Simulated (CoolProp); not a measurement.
Computed with CoolProp (reference Helmholtz-energy equation of state, Eisenbach 2021).

Problem. Give the vapour pressure (MPa), liquid density (kg/m³), vapour density (kg/m³) of saturated propylene glycol at 211.15, 271.75, 286.95 °C.

Solution. 
```
T (°C)  p (MPa)  liquid density (kg/m³)  vapour density (kg/m³)
------  -------  ----------------------  ----------------------
211.15    0.198                     868                    3.87
271.75    0.835                     795                    15.5
286.95     1.13                     774                    21.0
```
